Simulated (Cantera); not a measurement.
A freely propagating, adiabatic, planar premixed flame of H₂ : O₂ : N₂ : H₂O = 1 : 0.25 : 1.2 : 0.53 (molar parts), equivalence ratio 2.0, unburnt at 400 K and 30000 Pa; mixture-averaged transport, grid criteria slope 0.08 and curve 0.16, no radiation.

Computed with Cantera and the H2/O2 subset of GRI-Mech 3.0, which has no nitrogen chemistry. Burning velocities carry a grid error of a few per cent, more on coarse grids.

**Question.** How do the results move with these cheaper or finer settings: unity-Lewis-number transport; multicomponent transport; multicomponent+Soret transport; grid criteria slope 0.5, curve 1; grid criteria slope 0.25, curve 0.5; grid criteria slope 0.03, curve 0.06?

**Answer.** 
```tsv
setting	laminar burning velocity	thermal thickness	peak x(HO₂)	peak x(O)	grid points
as above	227 cm/s	1.57 mm	0.000222	0.00136	118
unity-Lewis-number transport	129 cm/s	1.55 mm	0.000145	0.000976	107
multicomponent transport	224 cm/s	1.58 mm	0.000221	0.00134	118
multicomponent+Soret transport	216 cm/s	1.55 mm	0.000225	0.00135	118
grid criteria slope 0.5, curve 1	235 cm/s	2.20 mm	0.000189	0.00121	38
grid criteria slope 0.25, curve 0.5	230 cm/s	1.74 mm	0.000216	0.00129	59
grid criteria slope 0.03, curve 0.06	226 cm/s	1.54 mm	0.000224	0.00137	285
```
Unity Lewis numbers drop preferential diffusion, which matters most where H2 and H carry the flame; Soret adds thermal diffusion.
